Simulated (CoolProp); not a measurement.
The numbers come from the reference Helmholtz-energy equation of state, Thol 2014 in CoolProp.

Task: Give the vapour pressure (MPa), vapour density (kg/m³), enthalpy of vaporisation (kJ/kg), liquid cp (kJ/(kg K)) of saturated diethyl ether at 286.2, 320.4, 354.6 K.

Result: 
| T (K) | p (MPa) | vapour density (kg/m³) | enthalpy of vaporisation (kJ/kg) | liquid cp (kJ/(kg K)) |
|---|---|---|---|---|
| 286.2 | 0.0443 | 1.42 | 376 | 2.29 |
| 320.4 | 0.156 | 4.63 | 347 | 2.42 |
| 354.6 | 0.418 | 11.9 | 312 | 2.57 |
